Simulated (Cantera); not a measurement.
Input (Python, Cantera) and output of one run.

```python
import numpy as np
import cantera as ct

gas_names = """
    CL CLO CL2 H HCL HOCL HO2 H2 H2O H2O2 O OH O2 O3 Si SiCL SiCL2 SiCL3 SiCL4 SiH SiHCL3 SiH2 SiH2CL2
    SiH3 SiH3CL SiH4 SiO SiO2 Si2 Si3
""".split()
cond_names = """
    H2O(s) H2O(L) Si(cr) Si(L) SiO2(Lqz) SiO2(hqz) SiO2(L)
""".split()


# ... load() reads the species with a 1 bar reference pressure and builds the phases ...
atoms = {
    'SiH2Cl2': {'Si': 1, 'H': 2, 'CL': 2},
    'O3': {'O': 3},
    'H2': {'H': 2},
}
top_T = {}  # K; cautious upper limits of use, not melting points


# ... equilibrate(T, P, feed) seeds the gas with the atoms and calls Mixture.equilibrate('TP', solver="vcs", rtol=1e-11, max_steps=5000) ...
results = []
feed = {'SiH2Cl2': 1, 'O3': 0.061, 'H2': 39}  # mol
P = 13332.2  # Pa
for T in [1198, 1273, 1348, 1423, 1498, 1573, 1648, 1723, 1798, 1873, 1948, 2023]:
    mix = equilibrate(T, P, feed)
    results.append((T, P, feed, dict(zip(mix.species_names, mix.species_moles))))

top = {s: max(r[3][s] / sum(r[3][g] for g in gas_names) for r in results) for s in gas_names}
cols = sorted((s for s in top if top[s] > 0.001), key=lambda s: -top[s])[:5]
seen = [c for c in cond_names if any(r[3].get(c, 0) > 1e-12 for r in results)]
print("log10 of partial pressures in bar; condensed amounts in mol")
print(f"{'T/K':>10s}" + "".join(f"{s[:9]:>10s}" for s in cols + seen))
for T, P, feed, n in results:
    ng = sum(n[g] for g in gas_names)
    print(f"{T:10.4g}" + "".join(f"{np.log10(max(n[s] / ng * P / 1e5, 1e-99)):10.3f}" for s in cols)
          + "".join(f"{n.get(c, 0):10.4g}" for c in seen))
```

Result:

```
log10 of partial pressures in bar; condensed amounts in mol
       T/K        H2       HCL     SiCL2         H       SiO    Si(cr)     Si(L) SiO2(hqz)
      1198    -0.891    -2.405    -3.546    -7.167    -6.296    0.6382         0   0.09142
      1273    -0.893    -2.332    -3.358    -6.593    -5.411     0.681         0    0.0909
      1348    -0.894    -2.303    -3.263    -6.083    -4.628    0.6946         0   0.08787
      1423    -0.895    -2.294    -3.215    -5.625    -3.928    0.6822         0   0.07334
      1498    -0.896    -2.295    -3.187    -5.213    -3.301    0.6198         0   0.01435
      1573    -0.896    -2.297    -3.167    -4.839    -3.228    0.6001         0         0
      1648    -0.896    -2.299    -3.151    -4.499    -3.228    0.5942         0         0
      1723    -0.897    -2.297    -3.158    -4.187    -3.228         0    0.5976         0
      1798    -0.897    -2.288    -3.188    -3.902    -3.228         0    0.6111         0
      1873    -0.897    -2.281    -3.218    -3.639    -3.228         0    0.6207         0
      1948    -0.898    -2.276    -3.247    -3.396    -3.228         0    0.6246         0
      2023    -0.899    -2.272    -3.277    -3.171    -3.229         0    0.6186         0
```

Equilibrium computed with Cantera from the NASA thermochemical tables; the gas is ideal and each condensed phase is pure. Mutual solubility and eutectic melting of coexisting phases are not modelled. The tables' values for SiCl3, SiCl are old estimates; treat these amounts as uncertain. The tables hold silica as quartz up to 1696 K and as liquid above; real silica turns to tridymite and cristobalite and melts near 1996 K. Gases not in the tables: Si2H6 and higher silanes.
